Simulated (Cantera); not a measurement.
Charge: 1 mol V, a varied amount of H2O, 75 mol H2, at 1925 K and 750 Torr.

Method: chemical equilibrium by Gibbs-energy minimisation in Cantera with the NASA 1993 tables (ideal gas, pure condensed phases). Candidate condensed phases: H2O, V, VO, V2O3, V2O4, V2O5; 12 gas species. Mutual solubility and eutectic melting of coexisting phases are not modelled. VO: taken at fixed stoichiometry. Condensed phases not in the tables: the oxides between V2O3 and V2O5 other than VO2, N, O or C dissolved in the metal. Kinetics and transport are ignored.

x: gas mole fraction; n: condensed amount in mol.

```json
[
 {"n(H2O) (mol)": "0.24", "x H2": "0.999", "x H2O": "0.000232", "x H": "0.000955", "x VO2": "4.01e-8", "x OH": "1.92e-8", "n V(s)": "0.777", "n VO(s)": "0.222", "n V2O3(s)": "0"},
 {"n(H2O) (mol)": "0.53", "x H2": "0.999", "x H2O": "0.000232", "x H": "0.000955", "x VO2": "4.01e-8", "x OH": "1.92e-8", "n V(s)": "0.487", "n VO(s)": "0.512", "n V2O3(s)": "0"},
 {"n(H2O) (mol)": "0.81", "x H2": "0.999", "x H2O": "0.000232", "x H": "0.000955", "x VO2": "4.01e-8", "x OH": "1.92e-8", "n V(s)": "0.208", "n VO(s)": "0.792", "n V2O3(s)": "0"},
 {"n(H2O) (mol)": "1.1", "x H2": "0.998", "x H2O": "0.00131", "x H": "0.000955", "x VO2": "…", "x OH": "1.09e-7", "n V(s)": "0", "n VO(s)": "1.000", "n V2O3(s)": "0"},
 {"n(H2O) (mol)": "1.4", "x H2": "0.994", "x H2O": "0.00523", "x H": "0.000953", "x VO2": "…", "x OH": "4.34e-7", "n V(s)": "0", "n VO(s)": "1.000", "n V2O3(s)": "0"},
 {"n(H2O) (mol)": "1.6", "x H2": "0.991", "x H2O": "0.00783", "x H": "0.000952", "x VO2": "…", "x OH": "6.50e-7", "n V(s)": "0", "n VO(s)": "1.000", "n V2O3(s)": "0"},
 {"n(H2O) (mol)": "1.9", "x H2": "0.987", "x H2O": "0.0117", "x H": "0.000950", "x VO2": "…", "x OH": "9.72e-7", "n V(s)": "0", "n VO(s)": "1.000", "n V2O3(s)": "0"},
 {"n(H2O) (mol)": "2.2", "x H2": "0.984", "x H2O": "0.0155", "x H": "0.000948", "x VO2": "…", "x OH": "1.29e-6", "n V(s)": "0", "n VO(s)": "1.000", "n V2O3(s)": "0"},
 {"n(H2O) (mol)": "2.5", "x H2": "0.980", "x H2O": "0.0193", "x H": "0.000946", "x VO2": "…", "x OH": "1.61e-6", "n V(s)": "0", "n VO(s)": "1.000", "n V2O3(s)": "0"},
 {"n(H2O) (mol)": "2.8", "x H2": "0.977", "x H2O": "0.0224", "x H": "0.000945", "x VO2": "3.96e-6", "x OH": "1.87e-6", "n V(s)": "0", "n VO(s)": "0.889", "n V2O3(s)": "0.0553"},
 {"n(H2O) (mol)": "3.1", "x H2": "0.977", "x H2O": "0.0224", "x H": "0.000945", "x VO2": "3.96e-6", "x OH": "1.87e-6", "n V(s)": "0", "n VO(s)": "0.303", "n V2O3(s)": "0.349"},
 {"n(H2O) (mol)": "3.3", "x H2": "0.976", "x H2O": "0.0230", "x H": "0.000945", "x VO2": "4.01e-6", "x OH": "1.92e-6", "n V(s)": "0", "n VO(s)": "0", "n V2O3(s)": "0.500"},
 {"n(H2O) (mol)": "3.6", "x H2": "0.972", "x H2O": "0.0267", "x H": "0.000943", "x VO2": "4.33e-6", "x OH": "2.24e-6", "n V(s)": "0", "n VO(s)": "0", "n V2O3(s)": "0.500"}
]
```

Q: Fill in the missing entries.

A: 
- 1.1, x VO2: 2.27e-7
- 1.4, x VO2: 9.09e-7
- 1.6, x VO2: 1.36e-6
- 1.9, x VO2: 2.04e-6
- 2.2, x VO2: 2.73e-6
- 2.5, x VO2: 3.41e-6
